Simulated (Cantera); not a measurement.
Input: 1 mol Si₃N₄, a varied amount of HF, held at 900 °C and 0.00133 bar.

Method: chemical equilibrium by Gibbs-energy minimisation in Cantera with the NASA 1993 tables (ideal gas, pure condensed phases). Candidate condensed phases: Si, Si₃N₄; 37 gas species. Kinetics and transport are ignored.

Which condensed phases are stable at each of these points (n(HF) (mol)): 4.5, 6.8, 9, 11, 14, 16, 18, 20?


| n(HF) (mol) | condensed phases | Si condensed (%) |
|---|---|---|
| 4.5 | Si₃N₄(s) | 62.5 |
| 6.8 | Si₃N₄(s) | 43.3 |
| 9 | Si₃N₄(s) | 25.0 |
| 11 | Si₃N₄(s) | 8.3 |
| 14 | gas only | 0.0 |
| 16 | gas only | 0.0 |
| 18 | gas only | 0.0 |
| 20 | gas only | 0.0 |

From 4.5 mol HF to 11 mol HF the condensed part is Si₃N₄(s). From 14 mol HF to 20 mol HF nothing is condensed.
